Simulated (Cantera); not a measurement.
Source: NASA polynomial tables (part measured, part estimated), evaluated in Cantera. Values are per mole of reaction as written; species without (g) are pure solids or liquids, kept so even where they would boil at 1 bar.

SF6(g) → 3 F2(g) + S

```json
[
 {"T (K)": "375", "ΔH° (kJ)": "1222.0", "ΔS° (J/K)": "353.3", "ΔG° (kJ)": "1089.5", "log10 K": "-151.76", "condensed phases": "S(s)"},
 {"T (K)": "475", "ΔH° (kJ)": "?", "ΔS° (J/K)": "?", "ΔG° (kJ)": "?", "log10 K": "?", "condensed phases": "S(l)"},
 {"T (K)": "575", "ΔH° (kJ)": "?", "ΔS° (J/K)": "?", "ΔG° (kJ)": "?", "log10 K": "?", "condensed phases": "S(l)"},
 {"T (K)": "675", "ΔH° (kJ)": "?", "ΔS° (J/K)": "?", "ΔG° (kJ)": "?", "log10 K": "?", "condensed phases": "S(l)"},
 {"T (K)": "775", "ΔH° (kJ)": "1226.6", "ΔS° (J/K)": "364.0", "ΔG° (kJ)": "944.4", "log10 K": "-63.65", "condensed phases": "S(l)"},
 {"T (K)": "875", "ΔH° (kJ)": "1226.1", "ΔS° (J/K)": "363.5", "ΔG° (kJ)": "908.1", "log10 K": "-54.21", "condensed phases": "S(l)"}
]
```

Problem. Fill in the missing entries.

Solution. 
- 475, ΔH° (kJ): 1225.3
- 475, ΔS° (J/K): 361.6
- 475, ΔG° (kJ): 1053.6
- 475, log10 K: -115.86
- 575, ΔH° (kJ): 1226.6
- 575, ΔS° (J/K): 364.0
- 575, ΔG° (kJ): 1017.3
- 575, log10 K: -92.41
- 675, ΔH° (kJ): 1226.9
- 675, ΔS° (J/K): 364.5
- 675, ΔG° (kJ): 980.9
- 675, log10 K: -75.90
